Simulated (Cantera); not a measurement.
Feed: 1 mol CH4, 3.8 mol CO2, 29 mol H2, equilibrated at 1125 K and 10.0 Torr.

These are equilibrium values from Cantera (NASA tables, ideal gas, pure condensed phases), not measurements of a reactor. Candidate condensed phases: C, C6H6, C7H8, C8H18, H2O; 110 gas species. The numbers say what is thermodynamically allowed, not how fast it happens.

Problem. What is the equilibrium state?

Solution. 
```
Property                                    Value
--------------------------------------  ---------
x(H2)                                       0.797
x(CO)                                       0.124
x(H2O)                                     0.0685
x(CO2)                                    0.00971
gas amount                              35.80 mol
log10 activity of C(graphite) (absent)      -2.91
```
